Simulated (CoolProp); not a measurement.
Aqueous potassium carbonate as a coolant, at 29 °C, 1 atm.

Computed with CoolProp (Melinder's fits for secondary coolants).

```csv
mass %,freezing point (°C),Prandtl number,conductivity (W/(m K)),cp (kJ/(kg K)),density (kg/m³)
3.9,?,5.79,0.610,3.968,1031
8.8,-3.1,6.29,0.605,3.758,1076
13.7,-5.3,6.95,0.600,3.567,1123
18.6,-7.9,7.75,0.595,3.376,1172
23.5,-11.5,8.76,0.591,3.190,1223
28.4,-16.5,10.2,0.586,?,1276
33.3,-23.7,12.3,0.579,2.884,1331
38.2,-33.3,15.4,?,2.768,1388
```

Question: Complete the blanks.

Answer: 
- 3.9, freezing point (°C): -1.2
- 28.4, cp (kJ/(kg K)): 3.023
- 38.2, conductivity (W/(m K)): 0.573
